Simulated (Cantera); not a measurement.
A closed system holds: 1 mol SiHCl3, 0.84 mol Cl2, 120 mol H2, held at 1175 K and 1.00 bar.

These are equilibrium values from Cantera (NASA tables, ideal gas, pure condensed phases), not measurements of a reactor. Candidate condensed phases: Si; 19 gas species. The tables' values for SiCl3 are old estimates; treat these amounts as uncertain. The numbers say what is thermodynamically allowed, not how fast it happens.

Base state: H2 0.977, HCl 0.0163, SiHCl3 0.00317, SiCl4 0.00224, SiCl2 0.000619, SiH2Cl2 0.000576, SiCl3 0.000377, SiH3Cl 2.83e-5 (mole fractions); condensed: Si(s).

What changes in the equilibrium state with this change: H2 from 120 to 740 mol?


| species | before | after |
|---|---|---|
| H2 | 0.977 | 0.994 |
| HCl | 0.0163 | 0.00550 |
| SiHCl3 | 0.00317 | 0.000120 |
| SiCl4 | 0.00224 | 2.83e-5 |
| SiCl3 | 0.000377 | 1.42e-5 |
| Si(s), mol | 0.143 | 0.771 |

What changes in the equilibrium state with this change: Cl2 from 0.84 to 0.014 mol?


```tsv
species	before	after
H2	0.977	0.983
HCl	0.0163	0.0134
SiHCl3	0.00317	0.00175
SiCl4	0.00224	0.00101
SiCl3	0.000377	0.000207
Si(s), mol	0.143	0.539
```
